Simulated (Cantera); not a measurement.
Charge: 1 mol Si3N4, 0.0082 mol Si, 0.048 mol N2, equilibrated at 1402 °C and 0.128 Torr.

Equilibrium computed with Cantera from the NASA thermochemical tables; the gas is ideal and each condensed phase is pure. Candidate condensed phases: Si, Si3N4; 7 gas species. The tables' values for SiN are old estimates; treat these amounts as uncertain. Equilibrium is a limit: real reactors are often held back by kinetics, nucleation or transport.

Base state: N2 0.997, Si 0.00255, Si2N 3.95e-5, SiN 2.19e-5 (mole fractions); condensed: Si(s).

Task: What changes in the equilibrium state with this change: 0.0067 mol CH4 added?

Result: 
```csv
species,before,after
N2,0.997,0.991
H2,0,0.00613
Si,0.00255,0.00255
H,0,0.000697
Si2C,0,1.32e-5
SiN,2.19e-5,2.18e-5
Si2N,3.95e-5,3.94e-5
"Si(s), mol",3.00,3.00
"SiC(s), mol",0,0.00667
```
Mutual solubility and eutectic melting of coexisting phases are not modelled. Further candidate phases: C, C6H6, C7H8, C8H18, SiC.
